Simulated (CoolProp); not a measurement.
Vapour-liquid equilibrium of n-hexane (1) + m-xylene (2) at 357.8 K; x and y are mole fractions of (1).

The numbers come from the multi-fluid Helmholtz-energy mixture model, Thol 2019 and Zhou 2012; pair parameters Bell 2016 in CoolProp.

| x | bubble pressure, mixture model (MPa) | bubble pressure, Raoult's law (MPa) | y, mixture model | y, Raoult's law |
|---|---|---|---|---|
| 0.05 | 0.02579 | 0.02528 | [?] | 0.322 |
| 0.2 | [?] | 0.04701 | 0.720 | 0.693 |
| 0.35 | 0.07891 | 0.06874 | 0.847 | 0.829 |
| 0.5 | [?] | 0.09047 | 0.905 | 0.900 |
| 0.65 | [?] | 0.1122 | [?] | 0.944 |
| 0.8 | 0.1385 | 0.1339 | 0.963 | 0.973 |
| 0.95 | [?] | 0.1557 | 0.990 | 0.994 |

Problem. Fill in the missing entries.

Solution. 
- 0.05, y, mixture model: 0.333
- 0.2, bubble pressure, mixture model (MPa): 0.05222
- 0.5, bubble pressure, mixture model (MPa): 0.1022
- 0.65, bubble pressure, mixture model (MPa): 0.1214
- 0.65, y, mixture model: 0.938
- 0.95, bubble pressure, mixture model (MPa): 0.1563

The largest gap from Raoult's law is +14.8 % in bubble pressure, at x = 0.35. No azeotrope shows between x = 0.05 and 0.95.

The pair parameters rest on a limited set of measurements; away from them the model extrapolates.
